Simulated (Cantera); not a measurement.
Input (Python, Cantera) and output of one run.

```python
import numpy as np
import cantera as ct

gas_names = [...]  # 109 gases of nasa_gas.yaml made of C, Cl, H, Si
cond_names = """
    C(gr) C6H6(L) C7H8(L) C8H18(L),n-octa Si(cr) Si(L) SiC(b)
""".split()


# ... load() reads the species with a 1 bar reference pressure and builds the phases ...
atoms = {
    'CCl4': {'C': 1, 'CL': 4},
    'Si': {'Si': 1},
    'HCl': {'H': 1, 'CL': 1},
}
top_T = {'C(gr)': 4500, 'SiC(b)': 3050}  # K; cautious upper limits of use, not melting points


# ... equilibrate(T, P, feed) seeds the gas with the atoms and calls Mixture.equilibrate('TP', solver="vcs", rtol=1e-11, max_steps=5000) ...
results = []
feed = {'CCl4': 1, 'Si': 0.24, 'HCl': 0.28}  # mol
P = 1.2  # Pa
for T in [1550, 1575, 1600, 1625, 1650, 1675, 1700, 1725, 1750, 1775, 1800, 1825, 1850]:
    mix = equilibrate(T, P, feed)
    results.append((T, P, feed, dict(zip(mix.species_names, mix.species_moles))))
    x = sorted(zip(gas.X, gas.species_names), reverse=True)
    print(f"T = {T:g} K  P = {P:g} Pa  gas = {mix.phase_moles(0):.4g} mol")
    print("   x: " + "  ".join(f"{s} {v:.3e}" for v, s in x if v > 0.0001))
    print("   condensed (mol): " + ("  ".join(f"{mix.phase(i).name} {mix.phase_moles(i):.4g}"
          for i in range(1, mix.n_phases) if mix.phase_moles(i) > 1e-12) or "none"))
```

Result:

```
T = 1550 K  P = 1.2 Pa  gas = 3.754 mol
   x: CL 8.601e-01  HCL 7.458e-02  SiCL4 3.018e-02  SiCL2 1.930e-02  SiCL3 1.446e-02  CL2 1.356e-03
   condensed (mol): C(gr) 1
T = 1575 K  P = 1.2 Pa  gas = 3.837 mol
   x: CL 8.635e-01  HCL 7.297e-02  SiCL2 2.933e-02  SiCL4 1.873e-02  SiCL3 1.449e-02  CL2 1.001e-03
   condensed (mol): C(gr) 1
T = 1600 K  P = 1.2 Pa  gas = 3.907 mol
   x: CL 8.662e-01  HCL 7.165e-02  SiCL2 3.844e-02  SiCL3 1.268e-02  SiCL4 1.030e-02  CL2 7.456e-04
   condensed (mol): C(gr) 1
T = 1625 K  P = 1.2 Pa  gas = 3.957 mol
   x: CL 8.680e-01  HCL 7.074e-02  SiCL2 4.533e-02  SiCL3 1.010e-02  SiCL4 5.228e-03  CL2 5.592e-04
   condensed (mol): C(gr) 1
T = 1650 K  P = 1.2 Pa  gas = 3.988 mol
   x: CL 8.692e-01  HCL 7.016e-02  SiCL2 5.002e-02  SiCL3 7.614e-03  SiCL4 2.544e-03  CL2 4.224e-04
   condensed (mol): C(gr) 1
T = 1675 K  P = 1.2 Pa  gas = 4.007 mol
   x: CL 8.699e-01  HCL 6.980e-02  SiCL2 5.309e-02  SiCL3 5.581e-03  SiCL4 1.219e-03  CL2 3.214e-04
   condensed (mol): C(gr) 1
T = 1700 K  P = 1.2 Pa  gas = 4.019 mol
   x: CL 8.704e-01  HCL 6.955e-02  SiCL2 5.508e-02  SiCL3 4.042e-03  SiCL4 5.840e-04  CL2 2.463e-04  H 1.124e-04
   condensed (mol): C(gr) 1
T = 1725 K  P = 1.2 Pa  gas = 4.026 mol
   x: CL 8.707e-01  HCL 6.935e-02  SiCL2 5.638e-02  SiCL3 2.918e-03  SiCL4 2.823e-04  CL2 1.902e-04  H 1.773e-04
   condensed (mol): C(gr) 1
T = 1750 K  P = 1.2 Pa  gas = 4.031 mol
   x: CL 8.709e-01  HCL 6.915e-02  SiCL2 5.723e-02  SiCL3 2.110e-03  H 2.761e-04  CL2 1.479e-04  SiCL4 1.383e-04
   condensed (mol): C(gr) 1
T = 1775 K  P = 1.2 Pa  gas = 4.035 mol
   x: CL 8.710e-01  HCL 6.892e-02  SiCL2 5.777e-02  SiCL3 1.532e-03  H 4.244e-04  CL2 1.158e-04
   condensed (mol): C(gr) 1
T = 1800 K  P = 1.2 Pa  gas = 4.038 mol
   x: CL 8.712e-01  HCL 6.861e-02  SiCL2 5.810e-02  SiCL3 1.119e-03  H 6.440e-04  SiCL 1.354e-04
   condensed (mol): C(gr) 1
T = 1825 K  P = 1.2 Pa  gas = 4.042 mol
   x: CL 8.713e-01  HCL 6.819e-02  SiCL2 5.823e-02  H 9.647e-04  SiCL3 8.212e-04  SiCL 2.130e-04
   condensed (mol): C(gr) 1
T = 1850 K  P = 1.2 Pa  gas = 4.046 mol
   x: CL 8.715e-01  HCL 6.760e-02  SiCL2 5.817e-02  H 1.426e-03  SiCL3 6.059e-04  SiCL 3.297e-04  Si 1.990e-04
   condensed (mol): C(gr) 1
```

Equilibrium computed with Cantera from the NASA thermochemical tables; the gas is ideal and each condensed phase is pure. The tables' values for SiCl3, SiCl are old estimates; treat these amounts as uncertain.
